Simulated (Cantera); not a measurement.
Charge: 1 mol Pb, 0.14 mol H₂O, 28 mol CO, at 973.15 K and 8.40 bar.

Equilibrium computed with Cantera from the NASA thermochemical tables; the gas is ideal and each condensed phase is pure. Candidate condensed phases: C, C₆H₆, C₇H₈, C₈H₁₈, H₂O, Pb, PbO, PbO₂, Pb₃O₄; 113 gas species. Equilibrium is a limit: real reactors are often held back by kinetics, nucleation or transport.

Base state: CO₂ 0.702, CO 0.289, H₂O 0.00507, H₂ 0.00336, CH₄ 1.22e-5 (mole fractions); condensed: C(graphite) + Pb(l).

Q: What changes in the equilibrium state with this change: pressure from 8.40 bar to 0.0120 bar?

A: 
```
species            before     after
----------------  -------  --------
CO                  0.289     0.983
CO₂                 0.702    0.0116
H₂                0.00336   0.00497
H₂O               0.00507   3.63e-5
Pb                1.05e-6  0.000732
CH₄               1.22e-5   3.80e-8
C(graphite), mol     11.6     0.185
Pb(l), mol          1.000     0.980
```

Q: What changes in the equilibrium state with this change: temperature from 973.15 K to 1575 K?

A: 
| species | before | after |
|---|---|---|
| CO | 0.289 | 0.984 |
| Pb | 1.05e-6 | 0.00582 |
| CO₂ | 0.702 | 0.00488 |
| H₂O | 0.00507 | 7.01e-5 |
| CH₄ | 1.22e-5 | 2.14e-7 |
| C(graphite), mol | 11.6 | 0 |
| Pb(l), mol | 1.000 | 0.835 |
